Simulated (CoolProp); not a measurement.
Vapour-liquid equilibrium of ethylene (1) + 1-butene (2) at -60.45 °C; x and y are mole fractions of (1).

Model: multi-fluid Helmholtz-energy mixture model, Smukala 2000 and Lemmon 2005; pair parameters Bell 2016, in CoolProp.

```tsv
x	bubble pressure, mixture model (MPa)	bubble pressure, Raoult's law (MPa)	y, mixture model	y, Raoult's law
0.05	0.04274	0.04326	0.853	0.858
0.125	0.09683	0.09842	0.938	0.942
0.2	0.1508	0.1536	0.963	0.966
0.275	0.2047	0.2087	0.974	0.977
0.35	0.2587	0.2639	0.981	0.984
0.425	0.3127	0.3191	0.986	0.988
0.5	0.3668	0.3742	0.989	0.991
0.575	0.4209	0.4294	0.991	0.994
0.65	0.4752	0.4845	0.993	0.995
0.725	0.5297	0.5397	0.995	0.997
0.8	0.5848	0.5949	0.997	0.998
0.875	0.6411	0.6500	0.998	0.999
0.95	0.7001	0.7052	0.999	1.000
```

The largest gap from Raoult's law is -2.0 % in bubble pressure, at x = 0.425. No azeotrope shows between x = 0.05 and 0.95.

Pair parameters are fitted to limited data, so mixtures are less certain than the pure fluids.
